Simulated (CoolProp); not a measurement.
Vapour-liquid equilibrium of n-butane (1) + R113 (2) at 1.09 MPa; x and y are mole fractions of (1).

Computed with CoolProp (multi-fluid Helmholtz-energy mixture model, Bücker 2006 and Marx 1992; pair parameters Bell 2016).

```tsv
x	bubble temperature, mixture model (K)	bubble temperature, Raoult's law (K)	y, mixture model	y, Raoult's law
0.05	411.8	411.7	0.115	0.140
0.15	402.4	402.4	0.310	0.358
0.25	394.1	394.4	0.463	0.519
0.35	387.0	387.4	0.583	0.641
0.45	380.7	381.2	0.679	0.735
0.55	375.3	375.7	0.757	0.809
0.65	370.4	370.7	0.823	0.868
0.75	366.1	366.2	0.880	0.915
0.85	362.1	362.1	0.931	0.954
0.95	358.4	358.4	0.978	0.986
```

The largest gap from Raoult's law is -0.5 K in bubble temperature, at x = 0.45. No azeotrope shows between x = 0.05 and 0.95.

Pair parameters are fitted to limited data, so mixtures are less certain than the pure fluids.
